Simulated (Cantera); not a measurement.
Mixture: H₂ : O₂ : N₂ = 1 : 0.263 : 1.82 (molar parts), equivalence ratio 1.9, at 100000 Pa, adiabatic and at constant volume. Ignition delay is the time to a rise of 400 K.

Cantera simulation using the H2/O2 subset of GRI-Mech 3.0, which has no nitrogen chemistry; the numbers are that mechanism's predictions, not measurements. Where the delays flatten at high temperature, the 400 K rule measures the pace of heat release, not the induction time.

```tsv
quantity	before	after
delay at 1175 K	80.8 µs	50.7 µs
delay at 1325 K	40.4 µs	23.0 µs
delay at 1475 K	27.1 µs	14.2 µs
delay at 1625 K	22.8 µs	10.9 µs
delay at 1775 K	22.7 µs	9.87 µs
```

Task: What was changed between the two runs?
(A) O2 0.263 to 0.13 parts
(B) H2 1 to 1.8 parts
(C) H2 1 to 2.2 parts
(D) pressure from 100000 Pa to 170000 Pa

Result: D, pressure from 100000 Pa to 170000 Pa
